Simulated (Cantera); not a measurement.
# Chemical vapour transport: B + HCl

A closed system holds: 1 mol B, 1.1 mol HCl, held at 900 °C and 0.400 bar.

Equilibrium computed with Cantera from the NASA thermochemical tables; the gas is ideal and each condensed phase is pure. Candidate condensed phases: B; 13 gas species. The tables' values for BCl2 are old estimates; treat these amounts as uncertain. Gases not in the tables: BHCl2. Kinetics and transport are ignored.

```json
{
  "x(H2)": "0.506",
  "x(BCl3)": "0.337",
  "x(HCl)": "0.157",
  "x(BCl2)": "2.49e-5",
  "n(B(s))": "0.683 mol",
  "gas_amount": "0.9413 mol"
}
```
